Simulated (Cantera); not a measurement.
A diamond (100) surface in a fixed gas of H2 with x(CH4) = 0.0038, x(H) = 0.0018, x(CH3) = 0.00042, 90.0 Torr; coverages are run to steady state.

Computed with Cantera and the Harris–Goodwin 1993 mechanism for the reconstructed diamond (100) surface.

One state of this run: growth (µm/h) = 19.1; θ c6HH = 0.528; θ c6H* = 0.0137; θ c6*H = 0.300; θ c6** = 0.00632; θ c6HM = 0.114. θ: site fractions in the mechanism's names (c6HH fully hydrogenated, c6H* and c6*H radical sites, c6** diradical, c6HM methylated).

Question: Which value of T (K) does it belong to?
(A) 900
(B) 1275
(C) 975
(D) 1200

Answer: C, 975
